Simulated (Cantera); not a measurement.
Feed: 1 mol n-butane, 0.43 mol NH₃, 98 mol H₂, equilibrated at 24.0 bar.

These are equilibrium values from Cantera (NASA tables, ideal gas, pure condensed phases), not measurements of a reactor. Candidate condensed phases: C, C₆H₆, C₇H₈, C₈H₁₈; 92 gas species. Kinetics and transport are ignored. All values below are at 1473 K.

Base state: H₂ 0.958, CH₄ 0.0400, N₂ 0.00211, NH₃ 6.95e-5, HCN 2.42e-5, C₂H₄ 2.05e-5 (mole fractions); condensed: gas only.

Question: What changes in the equilibrium state with this change: n-butane replaced by C₆H₆?

Answer: 
```
species            before    after
----------------  -------  -------
H₂                  0.958    0.936
CH₄                0.0400   0.0617
N₂                0.00211  0.00219
C₂H₄              2.05e-5  5.13e-5
C₂H₆              5.08e-6  1.24e-5
HCN               2.42e-5  3.94e-5
NH₃               6.95e-5  6.84e-5
C(graphite), mol        0   0.0615
```
